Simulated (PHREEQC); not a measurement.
## Buffer

Make-up at 20 °C: 0.0016 mol/kgw HF and 0.0049 mol/kgw Na2B4O7. Closed to the air; pH follows from the charge balance.

Equilibrium calculation in PHREEQC: ion-association model, wateq4f.dat.

Precipitation was switched off in this run.

Q: What pH, ionic strength does the model give?

A: pH 9.09; ionic strength 0.00979 mol/kgw.

Q: In which forms is B present?

A: H3BO3 58 %, H2BO3- 42 % of the B.

Species that the database lacks are ignored. Real BF4- forms and hydrolyses slowly; the run takes it at equilibrium.
